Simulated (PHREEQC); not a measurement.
## Brine (model solution)

Consider water at 25 °C with 0.62 mol/kgw MgCl2 and 3 mol/kgw MnCl2. Closed to the air; pH follows from the charge balance.

Model: Pitzer model, pitzer.dat, run in PHREEQC.

No solid was allowed to form.

Q: What pH, osmotic coefficient, density does the model give?

A: pH 4.79; osmotic coefficient 1.697; density 1.302 g/cm³.

Species that the database lacks are ignored. In brines, pH and single-ion activities rest on the MacInnes convention.
